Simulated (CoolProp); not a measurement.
Aqueous potassium carbonate as a coolant, 24 % by mass, freezing at -11.9 °C, 1 atm.

The numbers come from the Melinder's fits for secondary coolants in CoolProp.

| T (°C) | conductivity (W/(m K)) | Prandtl number | viscosity (mPa s) | cp (kJ/(kg K)) |
|---|---|---|---|---|
| -6.2 | 0.532 | 22.9 | ? | 3.121 |
| 0.5 | 0.543 | 18.3 | ? | 3.130 |
| 7.2 | 0.554 | 15.1 | 2.66 | 3.140 |
| 13.9 | 0.565 | 12.6 | 2.26 | 3.150 |
| 20.6 | 0.576 | 10.7 | ? | 3.160 |
| 27.3 | 0.587 | 9.22 | 1.71 | 3.170 |
| 34 | 0.599 | 7.98 | ? | ? |

Task: What belongs in the gaps?

Result: 
- -6.2, viscosity (mPa s): 3.90
- 0.5, viscosity (mPa s): 3.18
- 20.6, viscosity (mPa s): 1.96
- 34, viscosity (mPa s): 1.50
- 34, cp (kJ/(kg K)): 3.179
